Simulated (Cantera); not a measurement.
Input: 1 mol AlI3, 2.4 mol N2O, 630 mol H2, 56 mol N2, equilibrated at 0.133 bar.

Equilibrium computed with Cantera from the NASA thermochemical tables; the gas is ideal and each condensed phase is pure. Candidate condensed phases: Al, AlI3, AlN, Al2O3, H2O, I2; 41 gas species. Kinetics and transport are ignored. All values below are at 998 K.

Base state: H2 0.910, N2 0.0846, HI 0.00422, H2O 0.00130, I 0.000123, NH3 1.99e-5 (mole fractions); condensed: Al2O3(s).

### Question
What changes in the equilibrium state with this change: AlI3 replaced by AlCl3?

### Answer
| species | before | after |
|---|---|---|
| H2 | 0.910 | 0.910 |
| N2 | 0.0846 | 0.0846 |
| HCl | 0 | 0.00435 |
| HI | 0.00422 | 0 |
| I | 0.000123 | 0 |
| H2O | 0.00130 | 0.00130 |
| NH3 | 1.99e-5 | 1.99e-5 |
| Al2O3(s), mol | 0.500 | 0.500 |
Condensed phases not in the tables: AlOCl. Further candidate phases: AlCl3, NH4Cl.
